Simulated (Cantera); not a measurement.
A perfectly stirred reactor is fed with H2 : O2 = 0.26 : 1 (molar parts), at 20.0 Torr; it is held at 900 K, and followed from long to short residence time.

Computed with Cantera and the H2/O2 subset of GRI-Mech 3.0, which has no nitrogen chemistry. Radical loss at walls, strong at low pressure, is not modelled. Below about 950 K walls govern HO2 and H2O2 in real vessels. The temperature is held fixed by assumption; the heat of reaction is taken as removed at once.

x: mole fraction; the columns are a selection and need not sum to one.

```csv
τ (s),x H2,x O2,x H,x O,x H2O2,x H2O,x OH
1.9,0.00224,0.770,3.38e-5,0.000206,8.58e-7,0.227,…
0.55,0.00439,0.770,0.000116,0.000425,1.02e-6,0.225,…
0.16,0.00833,0.770,0.000396,0.000850,1.14e-6,0.220,…
0.049,0.0151,0.769,0.00127,0.00162,1.23e-6,0.212,…
0.014,0.0279,0.768,0.00420,0.00312,1.27e-6,0.195,…
0.0043,0.0491,0.766,0.0120,0.00556,1.18e-6,0.165,…
0.0013,0.0861,0.762,0.0262,0.00859,8.87e-7,0.114,…
0.00038,0.154,0.773,0.0220,0.00687,4.20e-7,0.0416,…
```

Task: What belongs in the gaps?

Result: 
- 1.9, x OH: 0.000149
- 0.55, x OH: 0.000258
- 0.16, x OH: 0.000458
- 0.049, x OH: 0.000797
- 0.014, x OH: 0.00140
- 0.0043, x OH: 0.00222
- 0.0013, x OH: 0.00293
- 0.00038, x OH: 0.00212
